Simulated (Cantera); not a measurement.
An adiabatic, constant-volume homogeneous reactor starts with 4.54 % CO, 1.95 % H2, 2.68 % CH4, 19.1 % O2, 71.7 % N2, equivalence ratio 0.45, at 1123 K and 4.93 atm.

Detailed kinetics in Cantera: GRI-Mech 3.0 (53 species, 325 reactions).

Predict: time of steepest temperature rise; temperature at 0.200 s; equilibrium temperature; x(CO) at 0.200 s; x(H2) at 0.200 s; x(CO2) at 0.200 s; x(N2O) at 0.200 s.


```
Quantity                                                               Value
---------------------------------  -----------------------------------------
time of steepest temperature rise                                   0.746 ms
temperature at 0.200 s                                                2380 K
equilibrium temperature                                               2380 K
x(CO) at 0.200 s                     0.00136 (gas-phase equilibrium 0.00136)
x(H2) at 0.200 s                   0.000233 (gas-phase equilibrium 0.000233)
x(CO2) at 0.200 s                      0.0731 (gas-phase equilibrium 0.0731)
x(N2O) at 0.200 s                    2.13e-6 (gas-phase equilibrium 2.13e-6)
```
